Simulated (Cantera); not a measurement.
Cantera run, input and output.

```python
import numpy as np
import cantera as ct

gas = ct.Solution("gri30.yaml")


def delay(T, t_max=10):
    gas.TPX = T, 59000, {'CH4': 1, 'O2': 3.57, 'N2': 13.4}
    reactor = ct.IdealGasConstPressureReactor(gas, clone=False)
    net = ct.ReactorNet([reactor])
    net.rtol, net.atol = 1e-8, 1e-16
    while net.time < t_max:
        t_old, T_old = net.time, reactor.T
        net.step()
        if reactor.T > T + 400:  # ignition: a rise of 400 K
            return t_old + (T + 400 - T_old) / (reactor.T - T_old) * (net.time - t_old)
    return np.nan


taus = []
for T in [1100, 1175, 1250, 1325, 1400]:
    taus.append(delay(T))
    print(f"T0 = {T:6g} K   tau = {taus[-1]:.4e} s")

# d ln(tau) / d ln(k), from doubling and halving each rate constant
T, sens = 1250, []
for i in range(gas.n_reactions):
    gas.set_multiplier(2.0, i)
    up = delay(T)
    gas.set_multiplier(0.5, i)
    down = delay(T)
    gas.set_multiplier(1.0, i)
    sens.append((np.log(up / down) / np.log(4.0), gas.reaction(i).equation))
sens.sort(key=lambda x: -abs(x[0]))
print(f"sensitivities at {T} K")
for s, eq in sens[:10]:
    print(f"{s:8.3f}  {eq}")
```

Output:

```
T0 =   1100 K   tau = 2.4696e-01 s
T0 =   1175 K   tau = 7.5459e-02 s
T0 =   1250 K   tau = 2.5474e-02 s
T0 =   1325 K   tau = 9.5164e-03 s
T0 =   1400 K   tau = 3.9602e-03 s
sensitivities at 1250 K
   0.565  2 CH3 (+M) <=> C2H6 (+M)
  -0.456  CH3 + O2 <=> CH3O + O
  -0.356  CH3 + O2 <=> CH2O + OH
  -0.310  H + O2 <=> O + OH
   0.272  CH4 + H <=> CH3 + H2
  -0.240  CH3 + HO2 <=> CH3O + OH
  -0.215  CH2O + O2 <=> HCO + HO2
   0.179  CH4 + OH <=> CH3 + H2O
  -0.177  CH2O + CH3 <=> CH4 + HCO
  -0.125  CH2O + OH <=> H2O + HCO
```

Computed with Cantera and GRI-Mech 3.0 (53 species, 325 reactions).
